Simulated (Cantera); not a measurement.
# Adiabatic ignition

An adiabatic, constant-pressure homogeneous reactor starts with CH4 : O2 : N2 : CO2 = 1 : 4.65 : 17.5 : 1.1 (molar parts), at 1150 K and 6000 Torr.

Model: GRI-Mech 3.0 (53 species, 325 reactions), integrated in Cantera.

```
t (s)     T (K)   x CH4   x O2   x CO2      x NO    x C2H4
--------  -----  ------  -----  ------  --------  --------
3.00e-6    1150  0.0412  0.192  0.0454    <1e-12    <1e-12
7.33e-6    1150  0.0412  0.192  0.0454    <1e-12    <1e-12
1.79e-5    1150  0.0412  0.192  0.0454    <1e-12    <1e-12
4.38e-5    1150  0.0412  0.192  0.0454    <1e-12    <1e-12
0.000107   1150  0.0412  0.192  0.0454    <1e-12  7.13e-12
0.000262   1150  0.0412  0.192  0.0454    <1e-12  1.66e-10
0.000641   1150  0.0412  0.192  0.0454    <1e-12   5.36e-9
0.00157    1150  0.0412  0.192  0.0454    <1e-12   8.95e-8
0.00383    1151  0.0410  0.192  0.0454    <1e-12   1.08e-6
0.00936    2009  <1e-12  0.109  0.0864   8.47e-6    <1e-12
0.0229     2009  <1e-12  0.109  0.0864   7.31e-5    <1e-12
0.0560     2008  <1e-12  0.109  0.0864  0.000229    <1e-12
0.137      2008  <1e-12  0.109  0.0864  0.000600    <1e-12
0.335      2006  <1e-12  0.108  0.0864   0.00143    <1e-12
0.818      2002  <1e-12  0.108  0.0864   0.00298    <1e-12
2.00       1999  <1e-12  0.107  0.0864   0.00465    <1e-12
```
x: mole fraction; the columns are a selection and need not sum to one.

| Item | Result |
|---|---|
| time of steepest temperature rise | 8.59 ms |
| temperature at 2.00 s | 1999 K |
| equilibrium temperature | 1997 K |
| x(CH4) at 2.00 s | <1e-12 (gas-phase equilibrium <1e-12) |
| x(O2) at 2.00 s | 0.107 (gas-phase equilibrium 0.106) |
| x(CO2) at 2.00 s | 0.0864 (gas-phase equilibrium 0.0864) |
